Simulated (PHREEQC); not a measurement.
A solution holds 49 mmol/kgw HCl, 120 mmol/kgw LiCl and 0.77 mmol/kgw NiSO4, at 40 °C. Closed to the air; pH follows from the charge balance.

Equilibrium calculation in PHREEQC: ion-association model, wateq4f.dat.

Precipitation was switched off in this run.

Order these S species by the share of S that they hold, largest first: NiSO4, LiSO4-, HSO4-, SO4-2.

HSO4- (65 %), SO4-2 (30 %), LiSO4- (4.8 %), NiSO4 (0.39 %)

Order these Ni species by the share of Ni that they hold, largest first: NiCl+, NiSO4, NiCl2, Ni+2.

Ni+2 (85 %), NiCl+ (11 %), NiCl2 (3.4 %), NiSO4 (0.39 %)

The pH is 1.41 and the ionic strength 0.171 mol/kgw. Away from 25 °C the constants follow the database's enthalpies or fits; those with neither stay at their 25 °C values.
